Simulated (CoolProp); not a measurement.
Propylene along the isobar 24.3 bar: fugacity coefficient from the reference equation and from simpler models built on Tc = 364.2 K, pc = 45.55 bar, ω = 0.146; each cubic takes its own stable root.

Values from CoolProp's reference Helmholtz-energy equation of state, Lemmon 2013.

```
T (K)   phase  reference
-----  ------  ---------
118.8  liquid   1.730e-6
142.2  liquid   7.304e-5
165.7  liquid  0.0009558
189.2  liquid   0.006054
212.7  liquid    0.02391
236.2  liquid    0.06829
259.7  liquid     0.1548
283.1  liquid     0.2948
306.6  liquid     0.4935
```

**Question.** How far does each simpler model (van der Waals, Redlich-Kwong, Soave-Redlich-Kwong, Peng-Robinson) lie from the reference over these 9 states: mean and median of the absolute difference, and the worst?

**Answer.** 
- van der Waals: mean 13785.1 %, median 509.4 %, worst +105853.8 % at 118.8 K and 24.3 bar
- Redlich-Kwong: mean 21.2 %, median 21.4 %, worst -36.8 % at 118.8 K and 24.3 bar
- Soave-Redlich-Kwong: mean 1.8 %, median 1.0 %, worst +7.2 % at 118.8 K and 24.3 bar
- Peng-Robinson: mean 8.7 %, median 1.2 %, worst +43.9 % at 118.8 K and 24.3 bar
